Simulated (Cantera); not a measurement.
# Equilibrium for halide evaporation, hydrolysis and transport: MgF2 + N2

Charge: 1 mol MgF2, 100 mol N2, at 1.10 Pa.

Cantera equilibrium calculation (NASA polynomials, part measured and part estimated; ideal gas, pure solids and liquids). Candidate condensed phases: Mg, MgF2; 13 gas species. The numbers say what is thermodynamically allowed, not how fast it happens.

| T (K) | x N2 | x F | x MgF2 | x Mg | x MgF | x N | x Mg2F4 | n MgF2(s) |
|---|---|---|---|---|---|---|---|---|
| 798 | 1.00 | <1e-12 | 1.06e-11 | <1e-12 | <1e-12 | <1e-12 | <1e-12 | 1.00 |
| 998 | 1.000 | <1e-12 | 1.21e-6 | <1e-12 | <1e-12 | <1e-12 | 1.82e-12 | 1.000 |
| 1198 | 0.997 | 1.17e-8 | 0.00257 | 3.38e-11 | 1.16e-8 | <1e-12 | 5.15e-8 | 0.742 |
| 1398 | 0.990 | 1.42e-6 | 0.00990 | 2.77e-8 | 1.36e-6 | 1.11e-12 | 2.13e-8 | 0 |
| 1598 | 0.990 | 3.40e-5 | 0.00987 | 3.60e-6 | 2.68e-5 | 1.92e-10 | 1.50e-9 | 0 |
| 1798 | 0.990 | 0.000464 | 0.00955 | 0.000117 | 0.000230 | 1.06e-8 | 1.85e-10 | 0 |
| 1998 | 0.986 | 0.00386 | 0.00743 | 0.00143 | 0.000996 | 2.62e-7 | 2.26e-11 | 0 |
| 2198 | 0.975 | 0.0148 | 0.00167 | 0.00673 | 0.00135 | 3.62e-6 | <1e-12 | 0 |
x: gas mole fraction; n: condensed amount in mol.

From 798 K to 1198 K the condensed part is MgF2(s). From 1398 K to 2198 K nothing is condensed.
